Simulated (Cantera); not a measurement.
Mixture: CH4 : O2 : N2 = 1 : 2.22 : 8.36 (molar parts), at 10.0 bar, adiabatic and at constant pressure. Ignition delay is the time to a rise of 400 K.

Model: GRI-Mech 3.0 (53 species, 325 reactions), integrated in Cantera.

Problem. Predict: delay at 1300 K; delay at 1400 K; delay at 1500 K; delay at 1600 K; delay at 1700 K; apparent activation energy between 1650 and 1750 K.

Solution. 
```
Property                                                 Value
--------------------------------------------------  ----------
delay at 1300 K                                        1.40 ms
delay at 1400 K                                       0.480 ms
delay at 1500 K                                       0.180 ms
delay at 1600 K                                        73.3 µs
delay at 1700 K                                        32.5 µs
apparent activation energy between 1650 and 1750 K  180 kJ/mol
```
